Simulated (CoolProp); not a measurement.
Ethylene at 293.15 K and 0.812 MPa is compressed adiabatically to 3.91 MPa with isentropic efficiency 0.75. Each further row changes one setting.

Computed with CoolProp (reference Helmholtz-energy equation of state, Smukala 2000).

| case | work (kJ/kg) | final temperature (K) | final density (kg/m³) |
|---|---|---|---|
| as stated | [?] | [?] | [?] |
| efficiency 1 | [?] | [?] | [?] |
| efficiency 0.65 | 229 | [?] | [?] |

Problem. Complete the blanks.

Solution. 
- as stated, work (kJ/kg): 199
- as stated, final temperature (K): 419.3
- as stated, final density (kg/m³): 33.8
- efficiency 1, work (kJ/kg): 149
- efficiency 1, final temperature (K): 395.7
- efficiency 1, final density (kg/m³): 36.5
- efficiency 0.65, final temperature (K): 433.6
- efficiency 0.65, final density (kg/m³): 32.4
